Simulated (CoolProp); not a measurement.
Toluene along the isobar 0.101 MPa: Z from the reference equation and from simpler models built on Tc = 591.7 K, pc = 4.126 MPa, ω = 0.266; each cubic takes its own stable root.

The numbers come from the reference Helmholtz-energy equation of state, Lemmon 2006 in CoolProp. It is a short technical equation, of lower accuracy than the large ones.

```tsv
T (K)	phase	reference	van der Waals	Soave-Redlich-Kwong	Peng-Robinson
227.7	liquid	(withheld)	0.009151	0.006068	0.005412
245.7	liquid	0.005002	0.008603	0.005693	0.005074
263.8	liquid	(withheld)	0.008135	0.005374	0.004785
281.8	liquid	0.004527	0.007738	0.005104	0.004540
299.8	liquid	0.004338	0.9646	0.004872	0.004331
317.8	liquid	0.004174	0.9690	(withheld)	0.004151
335.8	liquid	0.004032	0.9726	0.004507	0.003998
353.8	liquid	0.003909	0.9757	(withheld)	0.003868
371.8	liquid	(withheld)	0.9783	0.004246	0.003759
389.8	gas	0.9619	0.9805	0.9696	0.9683
407.9	gas	0.9677	0.9824	0.9733	0.9721
```

Task: Some entries are withheld; supply them.

Result: 
- 227.7, reference: 0.005300
- 263.8, reference: 0.004746
- 317.8, Soave-Redlich-Kwong: 0.004675
- 353.8, Soave-Redlich-Kwong: 0.004364
- 371.8, reference: 0.003804

At some of these states van der Waals gives the other phase, because its saturation line lies elsewhere.
